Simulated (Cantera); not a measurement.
What does this Cantera script print?

```python
import numpy as np
import cantera as ct

gas = ct.Solution("SiF4_NH3_mec.yaml", "gas")
gas.TPX = 1350, 101325, {'NH3': 1, 'N2': 0.33}
reactor = ct.IdealGasConstPressureReactor(gas, energy="off", clone=False)
net = ct.ReactorNet([reactor])
net.rtol, net.atol = 1e-08, 1e-18
show = ['NH3', 'NH', 'H', 'N2H4', 'N2H2', 'NH2']
times = np.geomspace(3e-05, 100, 11)

steps = ct.SolutionArray(gas, extra=["t"])
rows = []
print(f"{'t/s':>10s}{'T/K':>9s}{'P/Pa':>11s}" + "".join(f"{s:>11s}" for s in show))
for t in times:
    while net.time < t:
        t_next = net.step()
        steps.append(gas.state, t=t_next)
    rows.append([np.interp(t, steps.t, y) for y in (steps.T, steps.P, *steps(*show).X.T)])
    print(f"{t:10.3e}{rows[-1][0]:9.1f}{rows[-1][1]:11.4g}" + "".join(f"{x:11.3e}" for x in rows[-1][2:]))
rate = np.gradient(steps.T, steps.t)
print("integrator steps:", len(steps.t))
if steps.T.max() > steps.T[0] + 200:
    print(f"time of steepest temperature rise: {steps.t[rate.argmax()]:.4e} s")
gas.TPX = 1350, 101325, {'NH3': 1, 'N2': 0.33}
gas.equilibrate("TP")
print(f"equilibrium (TP): T = {gas.T:.1f} K  " + "  ".join(f"{s} {gas[s].X[0]:.3e}" for s in show))
```

Output:

```
       t/s      T/K       P/Pa        NH3         NH          H       N2H4       N2H2        NH2
 3.000e-05   1350.0  1.013e+05  7.519e-01  3.366e-15  6.932e-11  2.477e-14  6.610e-15  1.221e-08
 1.347e-04   1350.0  1.013e+05  7.519e-01  1.358e-13  6.933e-11  1.664e-12  5.399e-13  5.506e-08
 6.049e-04   1350.0  1.013e+05  7.519e-01  4.934e-12  6.944e-11  6.506e-11  3.283e-11  2.473e-07
 2.716e-03   1350.0  1.013e+05  7.519e-01  1.173e-10  7.316e-11  1.573e-09  1.092e-09  1.106e-06
 1.220e-02   1350.0  1.013e+05  7.519e-01  1.969e-09  1.535e-10  3.011e-08  2.292e-08  4.749e-06
 5.477e-02   1350.0  1.013e+05  7.518e-01  7.257e-09  7.740e-10  1.305e-07  1.012e-07  9.871e-06
 2.460e-01   1350.0  1.013e+05  7.515e-01  7.406e-09  2.873e-09  1.322e-07  1.025e-07  9.935e-06
 1.104e+00   1350.0  1.013e+05  7.499e-01  7.598e-09  1.215e-08  1.305e-07  1.013e-07  9.873e-06
 4.959e+00   1350.0  1.013e+05  7.430e-01  8.040e-09  5.175e-08  1.240e-07  9.630e-08  9.623e-06
 2.227e+01   1350.0  1.013e+05  7.158e-01  7.849e-09  1.978e-07  1.031e-07  7.871e-08  8.768e-06
 1.000e+02   1350.0  1.013e+05  6.345e-01  5.579e-09  5.576e-07  6.103e-08  4.358e-08  6.741e-06
integrator steps: 743
equilibrium (TP): T = 1350.0 K  NH3 3.140e-05  NH 8.140e-14  H 1.912e-06  N2H4 4.343e-17  N2H2 1.687e-15  NH2 1.787e-10
```

Computed with Cantera and the gas-phase N/H chemistry of the illustrative SiF4/NH3 mechanism in the Surface Chemkin manual (1991). Walls and surfaces, which speed up NH3 decomposition in real reactors, are not modelled.
